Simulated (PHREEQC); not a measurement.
A solution holds 0.03 mol HBF4 per kg of water, at 46 °C. Closed to the air; pH follows from the charge balance.

Equilibrium calculation in PHREEQC: ion-association model, phreeqc.dat.

No solid was allowed to form.

Question: Order these B species by the share of B that they hold, largest first: BF2(OH)2-, BF3OH-, BF4-, H3BO3.

Answer: BF4- (86 %), H3BO3 (9.7 %), BF3OH- (3.7 %), BF2(OH)2- (0.83 %)

Question: Order these F species by the share of F that they hold, largest first: BF3OH-, BF2(OH)2-, HF, F-, BF4-.

Answer: BF4- (86 %), HF (11 %), BF3OH- (2.8 %), BF2(OH)2- (0.41 %), F- (0.24 %)

The pH is 1.62 and the ionic strength 0.0274 mol/kgw. Constants without temperature data keep their 25 °C values here. Real BF4- forms and hydrolyses slowly; the run takes it at equilibrium.
